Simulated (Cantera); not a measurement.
Thermodynamics of silicon nitride deposition, feed SiH2Cl2 + N2

A closed system holds: 1 mol SiH2Cl2, 34 mol N2, at 1330 Pa.

These are equilibrium values from Cantera (NASA tables, ideal gas, pure condensed phases), not measurements of a reactor. Candidate condensed phases: NH4Cl, Si, Si3N4; 28 gas species. N2 is the only nitrogen source here; it is nearly inert below about 1500 K, so the nitride shown seldom forms there in practice. The tables' values for SiCl3 are old estimates; treat these amounts as uncertain. Rates play no part.

```json
[
 {"T (°C)": "802", "x N2": "0.947", "x HCl": "0.0424", "x H2": "0.00714", "x SiCl2": "4.69e-6", "n Si3N4(s)": "0.291"},
 {"T (°C)": "852", "x N2": "0.947", "x HCl": "0.0429", "x H2": "0.00690", "x SiCl2": "1.85e-5", "n Si3N4(s)": "0.292"},
 {"T (°C)": "902", "x N2": "0.947", "x HCl": "0.0432", "x H2": "0.00670", "x SiCl2": "6.46e-5", "n Si3N4(s)": "0.293"},
 {"T (°C)": "952", "x N2": "0.946", "x HCl": "0.0435", "x H2": "0.00658", "x SiCl2": "0.000200", "n Si3N4(s)": "0.293"},
 {"T (°C)": "1002", "x N2": "0.946", "x HCl": "0.0435", "x H2": "0.00657", "x SiCl2": "0.000552", "n Si3N4(s)": "0.290"},
 {"T (°C)": "1052", "x N2": "0.946", "x HCl": "0.0431", "x H2": "0.00675", "x SiCl2": "0.00134", "n Si3N4(s)": "0.283"},
 {"T (°C)": "1102", "x N2": "0.945", "x HCl": "0.0420", "x H2": "0.00727", "x SiCl2": "0.00281", "n Si3N4(s)": "0.271"},
 {"T (°C)": "1152", "x N2": "0.945", "x HCl": "0.0399", "x H2": "0.00827", "x SiCl2": "0.00497", "n Si3N4(s)": "0.252"},
 {"T (°C)": "1202", "x N2": "0.945", "x HCl": "0.0367", "x H2": "0.00978", "x SiCl2": "0.00753", "n Si3N4(s)": "0.228"},
 {"T (°C)": "1252", "x N2": "0.944", "x HCl": "0.0329", "x H2": "0.0116", "x SiCl2": "0.0102", "n Si3N4(s)": "0.202"},
 {"T (°C)": "1302", "x N2": "0.944", "x HCl": "0.0287", "x H2": "0.0137", "x SiCl2": "0.0127", "n Si3N4(s)": "0.175"},
 {"T (°C)": "1352", "x N2": "0.944", "x HCl": "0.0247", "x H2": "0.0156", "x SiCl2": "0.0150", "n Si3N4(s)": "0.150"}
]
```
x: gas mole fraction; n: condensed amount in mol.

From 802 °C to 1352 °C the condensed part is Si3N4(s). The main Si-bearing gas is SiCl4 at 802 °C and SiCl2 at 1352 °C. The share of Si in condensed phases is highest at 902 °C (87.9 %) and lowest at 1352 °C (45.0 %).
